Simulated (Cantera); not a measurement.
A closed system holds: 1 mol MgCl2, 0.16 mol H2O, a varied amount of N2, at 1923.15 K and 8200 Pa.

Cantera equilibrium calculation (NASA polynomials, part measured and part estimated; ideal gas, pure solids and liquids). Candidate condensed phases: H2O, Mg, MgCl2, MgO, Mg(OH)2, NH4Cl; 38 gas species. Equilibrium is a limit: real reactors are often held back by kinetics, nucleation or transport.

Question: At 56 mol N2, list the 5 most abundant gas species with their mole fractions, and the condensed phases.

Answer: N2 0.979, MgCl2 0.0146, HCl 0.00489, Cl 0.000812, H2 0.000223. Condensed: MgO(s).
